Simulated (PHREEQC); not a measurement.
0.047 g of hydrous ferric oxide (600 m²/g; 0.2 weak and 0.005 strong sites per Fe, Dzombak-Morel constants, diffuse double layer) in 1 kg of water with 0.1 mol/kgw of an inert sodium salt and 3.3e-05 mol Ag2SO4, at 25 °C; the pH is set by adding NaOH or the inert anion's acid. Oxygen alone is held at its pressure in air (log pO2 = -0.68). No CO2 enters from the air. Precipitation was switched off in this run.

Base run: PHREEQC, ion-association model, wateq4f.dat. Each further column changes one thing. The table gives Ag sorbed (%).

```
pH    base  no electrostatic term (-no_edl)  background salt from 0.1 to 0.01 mol/kgw  oxide from 0.047 to 0.23 g/kgw  0.0003 mol/kgw CuSO4 added
----  ----  -------------------------------  ----------------------------------------  ------------------------------  --------------------------
4      0.0                              0.0                                       0.0                             0.0                         0.0
4.38   0.0                              0.0                                       0.0                             0.1                         0.0
5.12   0.2                              0.0                                       0.2                             0.9                         0.0
5.5    0.5                              0.0                                       0.6                             2.6                         0.0
5.88   1.2                              0.1                                       1.4                             5.8                         0.0
6.62   3.1                              1.7                                       3.2                            14.5                         0.0
7      3.8                              3.2                                       3.9                            18.0                         0.0
7.38   4.5                              4.2                                       4.6                            21.2                         0.1
8.12   7.7                              7.7                                       8.3                            32.8                         0.5
8.5   12.3                             11.7                                      13.4                            45.3                         1.4
8.88  20.8                             16.6                                      22.8                            61.6                         3.1
9.62  48.3                             23.5                                      52.8                            87.5                        11.6
10    62.9                             25.0                                      68.5                            93.8                        20.9
```

 In at least one series the solution becomes supersaturated in solids that the run did not let form, among them Cu(OH)2, Brochantite, Antlerite. The database's constant for dissolved Cu(OH)2 is higher than later reviews accept.
